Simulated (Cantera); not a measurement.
# Abatement and gas-phase synthesis: HF + O2

A closed system holds: 1 mol HF, 0.066 mol O2, equilibrated at 0.975 Torr.

Method: chemical equilibrium by Gibbs-energy minimisation in Cantera with the NASA 1993 tables (ideal gas, pure condensed phases). Candidate condensed phases: H2O; 22 gas species. Kinetics and transport are ignored.

```csv
T (K),x HF,x O,x O2,x F,x H,x OH,x H2O,x H2
2125,0.925,0.0107,0.0546,0.00573,0.00109,0.00162,0.00140,0.000116
2175,0.920,0.0146,0.0521,0.00732,0.00182,0.00207,0.00153,0.000181
2225,0.915,0.0195,0.0492,0.00933,0.00296,0.00257,0.00163,0.000271
2275,0.907,0.0254,0.0456,0.0119,0.00465,0.00310,0.00167,0.000390
2325,0.898,0.0324,0.0414,0.0151,0.00709,0.00363,0.00166,0.000539
2375,0.887,0.0403,0.0368,0.0192,0.0105,0.00411,0.00158,0.000719
2425,0.873,0.0489,0.0318,0.0243,0.0151,0.00450,0.00145,0.000925
2475,0.856,0.0579,0.0266,0.0308,0.0212,0.00476,0.00129,0.00115
2525,0.837,0.0666,0.0215,0.0389,0.0290,0.00488,0.00110,0.00139
```
x: gas mole fraction; nothing condenses.

From 2125 K to 2525 K nothing is condensed.
